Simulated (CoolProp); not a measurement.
The fluid at 304.16 K and 2.15 MPa flows at 4.1 m/s in a round tube of 10 mm bore and 15 µm roughness, fully developed (64/Re and Nu = 3.66 if laminar; Colebrook and Gnielinski if turbulent). The same conditions are run with several fluids, on thermodynamics alone (safety and materials aside).

Computed with CoolProp (reference Helmholtz-energy equation of state of each fluid (R227EA: Lemmon 2016; n-butane: Bücker 2006; R123: Younglove 1994; R245fa: Akasaka 2015; R152A: Outcalt 1996)).

```csv
fluid,Reynolds number,Darcy friction factor,pressure drop (Pa/m),heat-transfer coefficient (W/(m² K)),mass flow (kg/h)
R227EA,245000,0.0226,26200,8570,1590
n-butane,152000,0.0231,11100,8520,660
R123,149000,0.0231,28300,7220,1690
R245fa,144000,0.0232,25900,8480,1540
R152A,236000,0.0226,16900,11200,1030
```

Transport values come from each fluid's own correlations; those of R227EA, R245fa, R152A are estimates that may be off by 10 % or more.
